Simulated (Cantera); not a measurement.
Input: 1 mol Si, 4 mol CO2, 3.2 mol H2, 0.019 mol N2O, equilibrated at 1100 Pa.

These are equilibrium values from Cantera (NASA tables, ideal gas, pure condensed phases), not measurements of a reactor. Candidate condensed phases: C, C6H6, C7H8, C8H18, H2O, Si, SiC, SiO2, Si2N2O, Si3N4; 151 gas species. The tables hold silica as quartz up to 1696 K and as liquid above; real silica turns to tridymite and cristobalite and melts near 1996 K. Equilibrium is a limit: real reactors are often held back by kinetics, nucleation or transport. All values below are at 1302 °C.

Base state: CO 0.451, H2 0.267, H2O 0.177, CO2 0.103, N2 0.00263, H 0.000205 (mole fractions); condensed: SiO2(β-quartz).

### Question
What changes in the equilibrium state with this change: CO2 from 4 to 1.7 mol?

### Answer
| species | before | after |
|---|---|---|
| H2 | 0.267 | 0.623 |
| CO | 0.451 | 0.329 |
| SiO | 1.85e-6 | 0.0456 |
| H2O | 0.177 | 1.67e-5 |
| CO2 | 0.103 | 3.05e-6 |
| H | 0.000205 | 0.000313 |
| N2 | 0.00263 | 0.00246 |
| SiO2(β-quartz), mol | 1.000 | 0.744 |
| SiC(s), mol | 0 | 0.00927 |
| Si2N2O(s), mol | 0 | 0.00634 |
Mutual solubility and eutectic melting of coexisting phases are not modelled.
